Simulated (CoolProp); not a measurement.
A closed Brayton cycle with carbon dioxide: compressor inlet 310.15 K and 8.9 MPa, high pressure 17 MPa, turbine inlet 880 K, compressor efficiency 0.85, turbine efficiency 0.85, recuperator effectiveness 0.8 (on enthalpy, no pinch check). Each further row changes one setting.

Model: reference Helmholtz-energy equation of state, Span 1996, in CoolProp.

```csv
case,thermal efficiency (%),net work (kJ/kg),compressor to turbine work,compressor exit (K),turbine exit (K)
as stated,23.4,73.7,0.17,331.3,802.7
turbine inlet 830 K,22.9,68.2,0.18,331.3,755.4
compressor inlet 320.15 K,23.7,62.7,0.29,366.5,802.7
high pressure 14.4 MPa,19.5,56.4,0.15,325.6,822.2
recuperator effectiveness 0.5,15.1,73.7,0.17,331.3,802.7
```
